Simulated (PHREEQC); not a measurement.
Consider water at 20 °C with 12 mmol/kgw CdCl2, 0.78 mmol/kgw Na2SO4 and 61 mmol/kgw H2SO4. Closed to the air; pH follows from the charge balance.

The numbers come from PHREEQC with the ion-association model, phreeqc.dat.

Precipitation was switched off in this run.

Question: Estimate the pH.

Answer: pH 1.18.

Question: In which forms is Cl present?

Answer: Cl- 84 %, CdCl+ 14 %, CdCl2 1.3 % of the Cl.
